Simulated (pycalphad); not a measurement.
Computed with pycalphad from the COST 507 light-alloy database (1999), at 1 atm. These are 1990s assessments: newer ones move some temperatures and phases. The system is extrapolated from its subsystems; higher-order compounds may be missing. Phase fractions are per mole of atoms. Diffusion is slow at the low end, where real alloys seldom reach equilibrium.

### Question
Give the equilibrium state of Ti-2.18Al-0.71C (at.%) at 1200 K.

### Answer
```
T = 1200.00 K, P = 101325 Pa, N = 1 mol of atoms
G = -62281 J/mol, H = 27459 J/mol, S = 74.78 J/(mol K)  (SER reference)
chemical potentials (J/mol): Ti -58923, Al -154696, C -237844
phase             fraction      x(Ti)      x(Al)       x(C)
BCC_A2              0.9873     0.9752     0.0221     0.0027
FCC_A1              0.0127     0.6547   4.54e-12     0.3453
```

### Question
Give the equilibrium state of Ti-2.18Al-0.71C (at.%) at 650 K.

### Answer
```
T = 650.00 K, P = 101325 Pa, N = 1 mol of atoms
G = -27970 J/mol, H = 5668 J/mol, S = 51.75 J/(mol K)  (SER reference)
chemical potentials (J/mol): Ti -24238, Al -128772, C -228858
phase             fraction      x(Ti)      x(Al)       x(C)
HCP_A3              0.9809     0.9776     0.0222   0.000147
FCC_A1              0.0191     0.6351   6.35e-15     0.3649
```

FCC_A1 is fcc; BCC_A2 is bcc; HCP_A3 is hcp. The fcc model also describes the rock-salt carbide or nitride (TiC, TiN, HfC).
